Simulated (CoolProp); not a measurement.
Dimethyl carbonate along the isotherm 326.85 °C: fugacity coefficient from the reference equation and from simpler models built on Tc = 283.9 °C, pc = 4909 kPa, ω = 0.346; each cubic takes its own stable root.

Computed with CoolProp (reference Helmholtz-energy equation of state, Zhou 2011).

| p (kPa) | phase | reference | van der Waals | Redlich-Kwong |
|---|---|---|---|---|
| 245 | gas | 0.9866 | 0.9877 | 0.9863 |
| 491 | gas | 0.9731 | 0.9753 | 0.9727 |
| 736 | gas | 0.9599 | 0.9630 | 0.9592 |
| 982 | gas | 0.9467 | 0.9507 | 0.9458 |
| 1230 | gas | 0.9334 | 0.9383 | 0.9323 |
| 1470 | gas | 0.9207 | 0.9264 | 0.9193 |
| 1720 | gas | 0.9075 | 0.9140 | 0.9058 |
| 1960 | gas | 0.8950 | 0.9020 | 0.8930 |
| 2210 | gas | 0.8819 | 0.8896 | 0.8797 |
| 2450 | gas | 0.8695 | 0.8777 | 0.8670 |
